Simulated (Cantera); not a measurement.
A Cantera script and what it prints.

```python
import numpy as np
import cantera as ct

gas_names = """
    AL ALH ALN ALO ALOH ALO2 ALO2H AL2 AL2O AL2O2 H HALO HNO HNO2 HNO3 HO2 H2 H2O H2O2 N NH NH2 NH3
    NH2OH NO NO2 NO3 N2 N2H2 N2H4 N2O O OH O2 O3
""".split()
cond_names = """
    AL(cr) AL(L) ALN(s) AL2O3(a) AL2O3(L) H2O(s) H2O(L)
""".split()


def load(file, names, dense=False):
    # The tables refer to 1 bar. Condensed volumes are neglected.
    table = {s.name: s for s in ct.Species.list_from_file(file)}
    out = []
    for n in names:
        d = dict(table[n].input_data)
        d["thermo"] = dict(d["thermo"], **{"reference-pressure": 1e5})
        if dense:
            d["equation-of-state"] = {"model": "constant-volume", "density": "1e6 g/cm^3"}
        out.append(ct.Species.from_dict(d))
    return out


gas = ct.Solution(thermo="ideal-gas", species=load("nasa_gas.yaml", gas_names))
cond = {s.name: ct.Solution(thermo="fixed-stoichiometry", species=[s], name=s.name)
        for s in load("nasa_condensed.yaml", cond_names, dense=True)}
atoms = {
    'Al': {'AL': 1},
    'N2O': {'N': 2, 'O': 1},
    'H2': {'H': 2},
}
top_T = {'ALN(s)': 2750}  # K; cautious upper limits of use, not melting points


def equilibrate(T, P, feed):
    n = {}
    for name, mol in feed.items():
        for a, k in atoms[name].items():
            n[a] = n.get(a, 0.0) + k * mol
    gas.TPX = T, P, n
    mass = sum(n.values()) * gas.mean_molecular_weight
    gas.equilibrate("TP")
    valid = [c for c in cond.values() if c.min_temp <= T <= top_T.get(c.name, c.max_temp)]
    mix = ct.Mixture([(gas, mass / gas.mean_molecular_weight)] + [(c, 0.0) for c in valid])
    mix.T, mix.P = T, P
    mix.equilibrate("TP", solver="vcs", rtol=1e-11, max_steps=5000)
    return mix


results = []
feed = {'Al': 1, 'N2O': 40, 'H2': 2.1}  # mol
P = 830  # Pa
for T in [750, 850, 950, 1050, 1150, 1250, 1350, 1450, 1550, 1650, 1750, 1850, 1950, 2050]:
    mix = equilibrate(T, P, feed)
    results.append((T, P, feed, dict(zip(mix.species_names, mix.species_moles))))
    x = sorted(zip(gas.X, gas.species_names), reverse=True)
    print(f"T = {T:g} K  P = {P:g} Pa  gas = {mix.phase_moles(0):.4g} mol")
    print("   x: " + "  ".join(f"{s} {v:.3e}" for v, s in x if v > 0.001))
    print("   condensed (mol): " + ("  ".join(f"{mix.phase(i).name} {mix.phase_moles(i):.4g}"
          for i in range(1, mix.n_phases) if mix.phase_moles(i) > 1e-12) or "none"))
```

Result:

```
T = 750 K  P = 830 Pa  gas = 60.3 mol
   x: N2 6.633e-01  O2 3.018e-01  H2O 3.483e-02
   condensed (mol): AL2O3(a) 0.5
T = 850 K  P = 830 Pa  gas = 60.3 mol
   x: N2 6.633e-01  O2 3.018e-01  H2O 3.483e-02
   condensed (mol): AL2O3(a) 0.5
T = 950 K  P = 830 Pa  gas = 60.3 mol
   x: N2 6.633e-01  O2 3.018e-01  H2O 3.483e-02
   condensed (mol): AL2O3(a) 0.5
T = 1050 K  P = 830 Pa  gas = 60.3 mol
   x: N2 6.633e-01  O2 3.018e-01  H2O 3.483e-02
   condensed (mol): AL2O3(a) 0.5
T = 1150 K  P = 830 Pa  gas = 60.3 mol
   x: N2 6.633e-01  O2 3.018e-01  H2O 3.482e-02
   condensed (mol): AL2O3(a) 0.5
T = 1250 K  P = 830 Pa  gas = 60.3 mol
   x: N2 6.632e-01  O2 3.017e-01  H2O 3.482e-02
   condensed (mol): AL2O3(a) 0.5
T = 1350 K  P = 830 Pa  gas = 60.3 mol
   x: N2 6.630e-01  O2 3.015e-01  H2O 3.481e-02
   condensed (mol): AL2O3(a) 0.5
T = 1450 K  P = 830 Pa  gas = 60.3 mol
   x: N2 6.628e-01  O2 3.013e-01  H2O 3.477e-02  NO 1.044e-03
   condensed (mol): AL2O3(a) 0.5
T = 1550 K  P = 830 Pa  gas = 60.31 mol
   x: N2 6.624e-01  O2 3.009e-01  H2O 3.469e-02  NO 1.701e-03
   condensed (mol): AL2O3(a) 0.5
T = 1650 K  P = 830 Pa  gas = 60.31 mol
   x: N2 6.619e-01  O2 3.002e-01  H2O 3.454e-02  NO 2.613e-03
   condensed (mol): AL2O3(a) 0.5
T = 1750 K  P = 830 Pa  gas = 60.33 mol
   x: N2 6.611e-01  O2 2.993e-01  H2O 3.424e-02  NO 3.816e-03  OH 1.071e-03
   condensed (mol): AL2O3(a) 0.5
T = 1850 K  P = 830 Pa  gas = 60.37 mol
   x: N2 6.599e-01  O2 2.978e-01  H2O 3.373e-02  NO 5.343e-03  OH 1.943e-03  O 1.155e-03
   condensed (mol): AL2O3(a) 0.5
T = 1950 K  P = 830 Pa  gas = 60.44 mol
   x: N2 6.582e-01  O2 2.954e-01  H2O 3.289e-02  NO 7.210e-03  OH 3.296e-03  O 2.693e-03
   condensed (mol): AL2O3(a) 0.5
T = 2050 K  P = 830 Pa  gas = 60.58 mol
   x: N2 6.556e-01  O2 2.918e-01  H2O 3.157e-02  NO 9.416e-03  O 5.769e-03  OH 5.251e-03
   condensed (mol): AL2O3(a) 0.5
```

Method: chemical equilibrium by Gibbs-energy minimisation in Cantera with the NASA 1993 tables (ideal gas, pure condensed phases).
